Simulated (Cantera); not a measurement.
# Pyrogenic steam for wet oxidation

A perfectly stirred reactor is fed with H2 : O2 : N2 = 0.54 : 1 : 2.9 (molar parts), at 0.197 atm; it is held at 948 K, and followed from long to short residence time.

Cantera simulation using GRI-Mech 3.0 (53 species, 325 reactions); the numbers are that mechanism's predictions, not measurements. Below about 950 K walls govern HO2 and H2O2 in real vessels. The temperature is held fixed by assumption; the heat of reaction is taken as removed at once.

```csv
τ (s),x H2,x O2,x HO2,x H,x H2O
2.0,0.00148,0.176,1.62e-5,2.30e-6,0.128
0.91,0.00208,0.176,2.00e-5,5.03e-6,0.127
0.41,0.00292,0.176,2.43e-5,1.11e-5,0.126
0.18,0.00414,0.177,2.90e-5,2.51e-5,0.125
0.083,0.00576,0.177,3.36e-5,5.38e-5,0.123
0.037,0.00816,0.178,3.82e-5,0.000119,0.121
0.017,0.0114,0.180,4.21e-5,0.000252,0.117
0.0074,0.0164,0.181,4.55e-5,0.000556,0.112
```
x: mole fraction; the columns are a selection and need not sum to one.
